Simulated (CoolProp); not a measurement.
A closed Brayton cycle with carbon dioxide: compressor inlet 309.15 K and 8.3 MPa, high pressure 27.1 MPa, turbine inlet 875 K, compressor efficiency 0.85, turbine efficiency 0.85, recuperator effectiveness 0.95 (on enthalpy, no pinch check). Each further row changes one setting.

The numbers come from the reference Helmholtz-energy equation of state, Span 1996 in CoolProp.

| case | thermal efficiency (%) | net work (kJ/kg) | compressor to turbine work | compressor exit (K) | turbine exit (K) |
|---|---|---|---|---|---|
| as stated | 38.7 | 118 | 0.23 | 360.1 | 737.2 |
| turbine inlet 825 K | 37.0 | 108 | 0.25 | 360.1 | 691.9 |
| compressor inlet 319.15 K | 36.6 | 96.6 | 0.37 | 411.6 | 737.2 |
| high pressure 23 MPa | 37.3 | 106 | 0.21 | 352.4 | 755.6 |
| recuperator effectiveness 0.5 | 23.4 | 118 | 0.23 | 360.1 | 737.2 |
